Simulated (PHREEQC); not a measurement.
NaOH is added in steps, without added water, to 1 kg of water holding 0.031 mol CuCl2, 0.022 mol H2SO4 and 0.0039 mol KCl, at 20 °C. O2 is buffered at 0.21 atm. The system is closed to CO2. The run lets Cu(OH)2, Brochantite, Antlerite, Atacamite, Halite, Mirabilite, Chalcanthite precipitate or redissolve, and no other solid.

Base run: PHREEQC, ion-association model, wateq4f.dat. Each further column changes one thing. The table gives pH.

```csv
NaOH added (mol),base,all activity coefficients set to 1,metal-ligand complexes left out,Debye-Hückel limiting law
0,1.54,1.45,1.57,1.62
0.015,1.74,1.65,1.78,1.81
0.03,2.08,1.99,2.13,2.14
0.0375,2.42,2.34,2.48,2.48
0.0525,4.29,4.11,4.16,4.52
0.0675,4.48,4.32,4.36,4.69
0.0825,5.08,4.93,4.97,5.16
0.09,5.63,5.54,5.53,5.78
0.105,8.89,9.07,8.93,8.78
0.12,12.18,12.32,12.18,12.13
```

The database's constant for dissolved Cu(OH)2 is higher than later reviews accept.
